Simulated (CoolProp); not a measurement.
A closed Brayton cycle with dry air: compressor inlet 332.15 K and 4.9 MPa, high pressure 14.9 MPa, turbine inlet 810 K, compressor efficiency 0.85, turbine efficiency 0.9, recuperator effectiveness 0.8 (on enthalpy, no pinch check). Each further row changes one setting.

Computed with CoolProp (reference Helmholtz-energy equation of state, Lemmon 2000). It is a pseudo-pure fit of the blend.

| case | thermal efficiency (%) | net work (kJ/kg) | compressor to turbine work | compressor exit (K) | turbine exit (K) |
|---|---|---|---|---|---|
| as stated | 23.6 | 57.3 | 0.73 | 479.1 | 622.5 |
| turbine inlet 760 K | [?] | 44.3 | 0.77 | 479.1 | [?] |
| compressor inlet 342.15 K | [?] | 52.6 | [?] | 493.2 | 622.5 |
| high pressure 12.7 MPa | [?] | 55.9 | [?] | [?] | [?] |
| recuperator effectiveness 0.5 | 19.9 | 57.3 | 0.73 | 479.1 | 622.5 |

Complete the blanks.


- turbine inlet 760 K, thermal efficiency (%): 20.1
- turbine inlet 760 K, turbine exit (K): 582.3
- compressor inlet 342.15 K, thermal efficiency (%): 22.0
- compressor inlet 342.15 K, compressor to turbine work: 0.75
- high pressure 12.7 MPa, thermal efficiency (%): 24.7
- high pressure 12.7 MPa, compressor to turbine work: 0.69
- high pressure 12.7 MPa, compressor exit (K): 455.1
- high pressure 12.7 MPa, turbine exit (K): 646.6
